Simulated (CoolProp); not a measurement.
Properties of ethane along the isotherm 35.25 °C.

The numbers come from the reference Helmholtz-energy equation of state, Bücker 2006 in CoolProp.

```csv
p (bar),phase,Z,cp (kJ/(kg K)),cv (kJ/(kg K)),viscosity (µPa s),Prandtl number
15.2,gas,0.8896,2.011,1.563,10.1,0.850
30.5,gas,0.7528,2.525,1.649,10.9,1.03
45.7,gas,0.5471,5.213,1.848,13.3,1.87
60.9,supercritical,0.2332,6.270,1.827,35.7,3.22
76.1,supercritical,0.2650,4.389,1.757,41.7,2.45
91.4,supercritical,0.3028,3.833,1.734,45.7,2.22
107,supercritical,0.3424,3.542,1.721,48.9,2.10
122,supercritical,0.3804,3.366,1.715,51.6,2.03
```

The peak of cp marks the crossing from liquid-like to gas-like fluid above the critical point.

Viscosity comes from a separate model (Friend 1991). Thermal conductivity comes from a separate model (Friend 1991).
